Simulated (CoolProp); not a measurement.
A single-stage vapour-compression cycle with isobutene: evaporating at 326.15 K (dew point), condensing at 380.15 K (bubble point), superheat 10 K, subcooling 2 K, compressor efficiency 0.9, no pressure losses. Each further row changes one setting.

The numbers come from the reference Helmholtz-energy equation of state, Lemmon 2005 in CoolProp. It is a short technical equation, of lower accuracy than the large ones.

```
case                              cooling COP  pressure ratio  discharge temperature (K)  refrigerating effect (kJ/kg)  volumetric capacity (kJ/m³)
--------------------------------  -----------  --------------  -------------------------  ----------------------------  ---------------------------
as stated                                3.71            3.17                      386.4                           199                         3040
evaporating temperature 331.15 K         4.29            2.81                 (withheld)                           206                         3540
condensing temperature 375.15 K    (withheld)      (withheld)                 (withheld)                           215                         3270
subcooling 7 K                           4.01            3.17                      386.4                           215                         3270
superheat 20 K                           3.86            3.17                      395.0                           219                         3190
compressor efficiency 0.8          (withheld)            3.17                 (withheld)                           199                         3040
```

Q: Complete the blanks.

A: 
- evaporating temperature 331.15 K, discharge temperature (K): 386.6
- condensing temperature 375.15 K, cooling COP: 4.33
- condensing temperature 375.15 K, pressure ratio: 2.89
- condensing temperature 375.15 K, discharge temperature (K): 381.6
- compressor efficiency 0.8, cooling COP: 3.30
- compressor efficiency 0.8, discharge temperature (K): 388.9
